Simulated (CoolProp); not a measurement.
Values from CoolProp's reference Helmholtz-energy equation of state, Leachman 2009.

Question: Give the vapour pressure (bar), liquid density (kg/m³), vapour density (kg/m³), liquid cp (kJ/(kg K)) of saturated normal hydrogen at 27.8 K.

Answer: 
```tsv
T (K)	p (bar)	liquid density (kg/m³)	vapour density (kg/m³)	liquid cp (kJ/(kg K))
27.8	5.53	59.8	6.78	17.5
```
